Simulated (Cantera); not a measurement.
Feed: 1 mol CHF3, 9.6 mol H2, 0.0024 mol HCl, equilibrated at 17.0 mbar.

These are equilibrium values from Cantera (NASA tables, ideal gas, pure condensed phases), not measurements of a reactor. Candidate condensed phases: C, C6H6, C7H8, C8H18; 118 gas species. Rates play no part.

### Question
At 1823 K, list the 5 most abundant gas species with their mole fractions, and the condensed phases.

### Answer
H2 0.739, HF 0.258, H 0.00286, HCl 0.000206, C2H2 (acetylene) 0.000156. Condensed: C(graphite).
